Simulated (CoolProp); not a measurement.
Isobutane along the isotherm 274.2 K: Z from the reference equation and from simpler models built on Tc = 407.8 K, pc = 3.629 MPa, ω = 0.184; each cubic takes its own stable root.

Values from CoolProp's reference Helmholtz-energy equation of state, Bücker 2006.

```json
[
 {"p (MPa)": "0.825", "phase": "liquid", "reference": "0.03624"},
 {"p (MPa)": "1.65", "phase": "liquid", "reference": "0.07232"},
 {"p (MPa)": "2.47", "phase": "liquid", "reference": "0.1080"},
 {"p (MPa)": "3.3", "phase": "liquid", "reference": "0.1440"},
 {"p (MPa)": "4.12", "phase": "liquid", "reference": "0.1795"},
 {"p (MPa)": "4.95", "phase": "liquid", "reference": "0.2152"},
 {"p (MPa)": "5.77", "phase": "liquid", "reference": "0.2503"},
 {"p (MPa)": "6.6", "phase": "liquid", "reference": "0.2858"},
 {"p (MPa)": "7.42", "phase": "liquid", "reference": "0.3207"},
 {"p (MPa)": "8.25", "phase": "liquid", "reference": "0.3559"},
 {"p (MPa)": "9.07", "phase": "liquid", "reference": "0.3906"}
]
```

Q: How far does each simpler model (Redlich-Kwong, Soave-Redlich-Kwong, Peng-Robinson) lie from the reference over these 11 states: mean and median of the absolute difference, and the worst?

A: 
- Redlich-Kwong: mean 8.2 %, median 8.2 %, worst +9.2 % at 274.2 K and 0.825 MPa
- Soave-Redlich-Kwong: mean 6.0 %, median 6.0 %, worst +6.7 % at 274.2 K and 0.825 MPa
- Peng-Robinson: mean 6.0 %, median 6.1 %, worst -6.3 % at 274.2 K and 9.07 MPa
